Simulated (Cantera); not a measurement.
An isothermal, constant-pressure homogeneous reactor starts with C2H6 : H2 = 1 : 16 (molar parts), at 1450 K and 10.00 Torr.

Detailed kinetics in Cantera: GRI-Mech 3.0 (53 species, 325 reactions). GRI-Mech 3.0 stops at C3 and has no aromatics, soot or wall deposition, so with more carbon than oxygen in the feed, carbon stays in small species such as C2H2 where larger ones or solid carbon would form. Radical loss at walls, strong at low pressure, is not modelled.

Q: Predict: x(C2H6) at 40.0 s; x(H2) at 40.0 s; x(CH3) at 40.0 s; x(CH4) at 40.0 s; x(C2H2) at 40.0 s; x(C2H) at 40.0 s; x(C2H4) at 40.0 s.

A: 
```json
{
  "x(C2H6) at 40.0 s": "1.52e-6 (gas-phase equilibrium 4.85e-8)",
  "x(H2) at 40.0 s": "0.925 (gas-phase equilibrium 0.945)",
  "x(CH3) at 40.0 s": "5.47e-5 (gas-phase equilibrium 6.95e-6)",
  "x(CH4) at 40.0 s": "0.0409 (gas-phase equilibrium 0.00407)",
  "x(C2H2) at 40.0 s": "0.0341 (gas-phase equilibrium 0.0505)",
  "x(C2H) at 40.0 s": "3.09e-9 (gas-phase equilibrium 5.86e-9)",
  "x(C2H4) at 40.0 s": "0.000235 (gas-phase equilibrium 0.000301)"
}
```
